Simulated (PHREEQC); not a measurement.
# Spent oxide etchant

Dissolve 0.079 mol HF, 0.00014 mol (NH4)2SiF6, 0.041 mol HBF4 and 0.15 mol HCl per kg of water at 25 °C. Closed to the air; pH follows from the charge balance.

Computed with PHREEQC (ion-association model, wateq4f.dat).

Each row changes one thing in this solution. This is a speciation only: nothing precipitates in the calculation.

```csv
case,pH,ionic strength (mol/kgw),HF (mol/kgw),H2F2 (mol/kgw),F- (mol/kgw),BF3OH- (mol/kgw)
as made,0.81,0.192,0.0595,0.00963,0.000381,0.000239
HCl from 0.15 to 0.015 mol/kgw,1.31,0.0577,0.0592,0.00927,0.00103,0.000249
(NH4)2SiF6 left out,0.81,0.192,0.0595,0.00963,0.000381,0.000240
HCl from 0.15 to 0.75 mol/kgw,0.23,0.792,0.0580,0.0105,0.000131,0.000210
temperature from 25 to 65 °C,0.82,0.192,0.0733,0.00312,0.000226,0.000438
HF from 0.079 to 0.0158 mol/kgw,0.82,0.191,…,0.000885,…,0.000764
temperature from 25 to 90 °C,0.83,0.191,…,0.00128,0.000150,0.000684
0.0062 mol/kgw CsOH added,0.83,0.192,0.0595,…,0.000394,0.000240
temperature from 25 to 45 °C,0.82,0.192,…,0.00583,0.000302,0.000315
```

### Question
Some entries are withheld; supply them.

### Answer

- HF from 0.079 to 0.0158 mol/kgw, HF (mol/kgw): 0.0180
- HF from 0.079 to 0.0158 mol/kgw, F- (mol/kgw): 0.000116
- temperature from 25 to 90 °C, HF (mol/kgw): 0.0796
- 0.0062 mol/kgw CsOH added, H2F2 (mol/kgw): 0.00962
- temperature from 25 to 45 °C, HF (mol/kgw): 0.0673

The ionic strength passes 0.7 mol/kgw, the rough limit of the ion-association models, in HCl from 0.15 to 0.75 mol/kgw. wateq4f.dat counts part of the HF as a dimer, H2F2, which phreeqc.dat doesn't know; its constant is uncertain. Constants without temperature data keep their 25 °C values here. SiF6-2 is the database's only silicon fluoride. Real BF4- forms and hydrolyses slowly; the run takes it at equilibrium.
